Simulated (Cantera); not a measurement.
A closed system holds: 1 mol C₆H₆, 4.6 mol H₂O, 43 mol N₂, 0.056 mol CO₂, at 1750 K and 69.8 Torr.

These are equilibrium values from Cantera (NASA tables, ideal gas, pure condensed phases), not measurements of a reactor. Candidate condensed phases: C, C₆H₆, C₇H₈, C₈H₁₈, H₂O; 136 gas species. Kinetics and transport are ignored.

Question: What is the equilibrium state?

Answer: 
```json
{
  "x(N₂)": "0.776",
  "x(H₂)": "0.136",
  "x(CO)": "0.0852",
  "x(HCN)": "0.00156",
  "x(H)": "0.000282",
  "x(HNC)": "5.26e-5",
  "x(C₂H₂ (acetylene))": "1.57e-5",
  "x(CH₄)": "1.58e-6",
  "n(C(graphite))": "1.25 mol",
  "gas_amount": "55.32 mol"
}
```
